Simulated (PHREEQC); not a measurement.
0.02 g of hydrous ferric oxide (600 m²/g; 0.2 weak and 0.005 strong sites per Fe, Dzombak-Morel constants, diffuse double layer) in 1 kg of water with 0.1 mol/kgw of an inert sodium salt and 5e-07 mol/kgw NaF, at 25 °C; the pH is set by adding NaOH or the inert anion's acid. Oxygen alone is held at its pressure in air (log pO2 = -0.68). CO2 from the air is kept out. No solid was allowed to form.

Base run: PHREEQC, ion-association model, wateq4f.dat. Each further column changes one thing. The table gives F sorbed (%).

| pH | base | background salt from 0.1 to 0.01 mol/kgw | oxide from 0.02 to 0.1 g/kgw | 6.3e-05 mol/kgw CaCl2 added |
|---|---|---|---|---|
| 4 | 19.8 | … | 55.3 | 19.8 |
| 4.5 | 16.9 | 48.1 | 50.5 | 16.9 |
| 5 | 12.2 | 33.2 | 41.0 | 12.2 |
| 5.5 | 7.6 | 19.1 | 29.0 | 7.5 |
| 6 | 4.1 | 9.2 | 17.6 | 4.1 |
| 6.5 | 2.0 | … | 9.2 | 2.0 |
| 7 | 0.9 | 1.4 | 4.2 | 0.9 |
| 7.5 | 0.4 | 0.5 | 1.7 | 0.4 |
| 8 | 0.1 | 0.2 | 0.7 | 0.1 |
| 8.5 | 0.1 | 0.1 | … | 0.1 |
| 9 | 0.0 | 0.0 | 0.1 | 0.0 |
| 9.5 | 0.0 | 0.0 | 0.0 | 0.0 |
| 10 | 0.0 | 0.0 | 0.0 | 0.0 |

**Question.** Complete the blanks.

**Answer.** 
- 4, background salt from 0.1 to 0.01 mol/kgw: 59.3
- 6.5, background salt from 0.1 to 0.01 mol/kgw: 3.8
- 8.5, oxide from 0.02 to 0.1 g/kgw: 0.3
